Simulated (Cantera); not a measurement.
A closed system holds: 1 mol Si2Cl6, 29 mol NH3, 10 mol N2, at 0.0133 bar.

Cantera equilibrium calculation (NASA polynomials, part measured and part estimated; ideal gas, pure solids and liquids). Candidate condensed phases: NH4Cl, Si, Si3N4; 28 gas species. The feed counts by its element totals alone. Rates play no part.

Over these rows the condensed part is Si3N4(s). Partial pressures as log10 of bar:

```
T (K)  1000/T (1/K)  log p SiCl2  log p H2  log p N2  log p HCl
-----  ------------  -----------  --------  --------  ---------
1150         0.8696        -7.36     -2.11     -2.35      -2.94
1225         0.8163            ?     -2.11     -2.35      -2.94
1300         0.7692        -5.98     -2.11     -2.35      -2.94
1375         0.7273        -5.41     -2.11     -2.35      -2.94
1450         0.6897        -4.91     -2.11     -2.35      -2.95
1525         0.6557        -4.49     -2.11     -2.35      -2.97
```

Q: Fit log p(SiCl2) = a + b·(1000/T) to the five rows, give the apparent enthalpy, and predict the row at 1225 K.

A: Means: 1000/T = 0.7423, log p = -5.630. Sxy = -0.369540, Sxx = 0.0274202, so b = -13.48 and a = -5.630 − (-13.48)×0.7423 = 4.38.
Apparent enthalpy: −19.145 × (-13.48) = 258 kJ/mol. With the condensed phases at unit activity, 1/3 Si3N4(s) + 2 HCl(g) = SiCl2(g) + H2(g) + 2/3 N2(g) links this pressure to the main gases: over the six rows their terms move log p by -0.06 in all, so the slope is close to that reaction's ΔH°. The five rows lie within 0.03 of the line.
Prediction at 1225 K: 4.38 + (-13.48)×0.8163 = -6.62. The computed value is -6.62, 0.00 from the line.
